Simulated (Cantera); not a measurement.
Feed: 1 mol Al(CH3)3, a varied amount of NH3, 720 mol H2, at 19.0 Pa.

Method: chemical equilibrium by Gibbs-energy minimisation in Cantera with the NASA 1993 tables (ideal gas, pure condensed phases). Candidate condensed phases: Al, AlN, C, C6H6, C7H8, C8H18; 97 gas species. The feed counts by its element totals alone. Rates play no part.

Stable condensed phases, one row left out:

```
T in K \ n(NH3) in mol
          14  19  26  36  49  67  92 130 170 230 320 440
   2150    A   A   A   A   A   A   A   A   A   A   A   A
   2050    B   B   A   A   A   A   A   A   A   A   A   A
   1950    B   B   B   B   B   B   A   A   A   A   A   A
   1850    B   B   B   B   B   B   B   B   B   A   A   A
   1650    B   B   B   B   B   B   B   B   B   B   B   B
   1550    C   C   C   C   C   C   C   C   C   C   C   C
   1450    C   C   C   C   C   C   C   C   C   C   C   C
   1350    C   C   C   C   C   C   C   C   C   C   C   C
   1250    C   C   C   C   C   C   C   C   C   C   C   C
   1150    C   C   C   C   C   C   C   C   C   C   C   C
   1050    C   C   C   C   C   C   C   C   C   C   C   C
```

A: gas only; B: C; C: AlN + C.

Q: Give the row for 1750 K.

A: 14: C; 19: C; 26: C; 36: C; 49: C; 67: C; 92: C; 130: C; 170: C; 230: C; 320: C; 440: gas only.
